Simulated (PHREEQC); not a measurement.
A solution holds 0.0013 mol NaH2PO4, 0.06 mol K2HPO4 and 0.08 mol KCl per kg of water, at 70 °C. Closed to the air; pH follows from the charge balance.

Equilibrium calculation in PHREEQC: ion-association model, phreeqc.dat.

```csv
quantity,before,after
pH,8.24,8.08
ionic strength (mol/kgw),0.252,0.252
HPO4-2 (mol/kgw),0.0549,0.0550
KHPO4- (mol/kgw),0.00486,0.00486
H2PO4- (mol/kgw),0.00142,0.00203
SI of Sylvite (KCl),-3.24,-3.24
SI of Halite (NaCl),-5.91,-5.73
```

### Question
Which change was made?
A. temperature from 70 to 75 °C
B. 0.013 mol/kgw TMAH added
C. K2HPO4 left out
D. NaH2PO4 from 0.0013 to 0.00195 mol/kgw
E. 0.03 mol/kgw CO2 added

### Answer
D, NaH2PO4 from 0.0013 to 0.00195 mol/kgw

This is a speciation only: nothing precipitates in the calculation. Constants without temperature data keep their 25 °C values here.
